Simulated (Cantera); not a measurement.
Charge: 1 mol SiH4, 3.9 mol NH3, 8.6 mol N2, equilibrated at 1198.15 K and 5.40 mbar.

Equilibrium computed with Cantera from the NASA thermochemical tables; the gas is ideal and each condensed phase is pure. Candidate condensed phases: Si, Si3N4; 18 gas species. Equilibrium is a limit: real reactors are often held back by kinetics, nucleation or transport.

Base state: N2 0.557, H2 0.443 (mole fractions); condensed: Si3N4(s).

**Question.** What changes in the equilibrium state with this change: SiH4 replaced by SiHCl3?

**Answer.** 
```csv
species,before,after
N2,0.557,0.558
H2,0.443,0.275
HCl,0,0.167
SiCl4,0,0.000420
SiCl2,0,0.000103
SiCl3,0,7.00e-5
"Si3N4(s), mol",0.333,0.330
```
The tables' values for SiCl3 are old estimates; treat these amounts as uncertain. Further candidate phases: NH4Cl.
